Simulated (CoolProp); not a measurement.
The numbers come from the reference Helmholtz-energy equation of state, Thol 2015 in CoolProp.

Problem. For octamethylcyclotetrasiloxane (D4), give the phase and the density (kg/m³), expansivity (1/kK) at 346.85 °C and 5.18 bar; 346.85 °C and 62.2 bar.

Solution. 
- 346.85 °C and 5.18 bar: gas; density 33.8, expansivity 2.58
- 346.85 °C and 62.2 bar: supercritical; density 567, expansivity 2.71
